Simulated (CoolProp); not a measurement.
A simple Rankine cycle with cyclopropane: condensing at 310.15 K, boiler at 4.74 MPa, turbine inlet 472 K, turbine efficiency 0.8, pump efficiency 0.6, no recuperator. Each further row changes one setting.

The numbers come from the reference Helmholtz-energy equation of state, Polt 1992 in CoolProp. This equation is an older, rougher fit; its heat capacities, sound speeds and derivatives of the liquid may be far off and weren't checked against measurements.

```tsv
case	thermal efficiency (%)	net work (kJ/kg)	heat in (kJ/kg)	turbine exit temperature (K)	volume ratio over the turbine
as stated	…	84.0	641	405.7	4.77
condensing temperature 302.15 K	…	95.5	660	…	5.79
boiler pressure 3.32 MPa	10.7	…	663	423.3	3.28
turbine efficiency 0.7	11.3	72.2	641	…	4.85
```

**Question.** Some entries are withheld; supply them.

**Answer.** 
- as stated, thermal efficiency (%): 13.1
- condensing temperature 302.15 K, thermal efficiency (%): 14.5
- condensing temperature 302.15 K, turbine exit temperature (K): 398.1
- boiler pressure 3.32 MPa, net work (kJ/kg): 70.8
- turbine efficiency 0.7, turbine exit temperature (K): 411.7
